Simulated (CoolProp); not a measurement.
Saturation properties of n-perfluorohexane.

Model: reference Helmholtz-energy equation of state, Gao 2022, in CoolProp.

```csv
T (K),p (MPa),vapour density (kg/m³),enthalpy of vaporisation (kJ/kg),liquid cp (kJ/(kg K))
218.1,0.0001553,0.02896,113.0,0.9222
235.5,0.0007160,0.1238,108.6,0.9488
253,0.002563,0.4133,104.3,0.9761
270.5,0.007467,1.132,100.0,1.004
287.9,0.01840,2.644,95.71,1.031
305.4,0.04002,5.499,91.24,1.058
322.8,0.07809,10.37,86.57,1.086
340.3,0.1406,18.24,81.55,1.115
357.7,0.2355,30.28,76.10,1.146
375.2,0.3739,48.45,69.97,1.182
```

It boils at 330.3 K under 1 atm.
